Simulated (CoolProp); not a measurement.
Computed with CoolProp (reference Helmholtz-energy equation of state, Thol 2016).

### Question
For R1234ze(E), give the phase and the speed of sound (m/s), expansivity (1/kK), Prandtl number at -2.75 °C and 5.45 bar.

### Answer
- -2.75 °C and 5.45 bar: liquid; speed of sound 659, expansivity 2.32, Prandtl number 4.15

Viscosity comes from a separate model (Bell 2016), an estimate that may be off by 10 % or more. Thermal conductivity comes from a separate model (Perkins 2011).
